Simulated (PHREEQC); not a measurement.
30 mol of Carnallite (KMgCl3:6H2O) is brought to equilibrium with 1 kg of water, with rising amounts of MnCl2, at 20 °C. The system is closed to CO2. Only these solids could form: Carnallite, Bischofite, Brucite, Sylvite, MgCl2_4H2O.

Equilibrium calculation in PHREEQC: Pitzer model, pitzer.dat.

```csv
MnCl2 added (mol),pH,dissolved Cl (mol/kgw),Sylvite (mol)
0,3.65,8.88,6.89
0.0667,3.64,8.90,6.82
0.133,3.64,8.93,6.74
0.2,3.64,8.95,6.67
0.267,3.64,8.98,6.59
0.333,3.63,9.00,6.52
0.4,3.63,9.03,6.44
0.467,3.63,9.06,6.37
0.533,3.63,9.08,6.30
0.6,3.62,9.11,6.22
0.667,3.62,9.14,6.15
0.733,3.62,9.16,6.07
0.8,3.62,9.19,6.00
```

In brines, pH and single-ion activities rest on the MacInnes convention.
